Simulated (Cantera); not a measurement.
Feed: 1 mol SiH2Cl2, 88 mol N2, 0.048 mol Cl2, at 1.30 bar.

Method: chemical equilibrium by Gibbs-energy minimisation in Cantera with the NASA 1993 tables (ideal gas, pure condensed phases). Candidate condensed phases: NH4Cl, Si, Si3N4; 28 gas species. The tables' values for SiCl3 are old estimates; treat these amounts as uncertain. Rates play no part. All values below are at 1598 K.

Base state: N2 0.978, HCl 0.0165, H2 0.00292, SiCl2 0.00120, SiCl4 0.000685, SiCl3 0.000576, SiHCl3 1.74e-5, Cl 1.13e-5 (mole fractions); condensed: Si3N4(s).

**Question.** What changes in the equilibrium state with this change: N2 from 88 to 26 mol?

**Answer.** 
```csv
species,before,after
N2,0.978,0.930
HCl,0.0165,0.0496
H2,0.00292,0.0116
SiCl4,0.000685,0.00367
SiHCl3,1.74e-5,0.000123
SiCl3,0.000576,0.00204
"Si3N4(s), mol",0.260,0.254
```
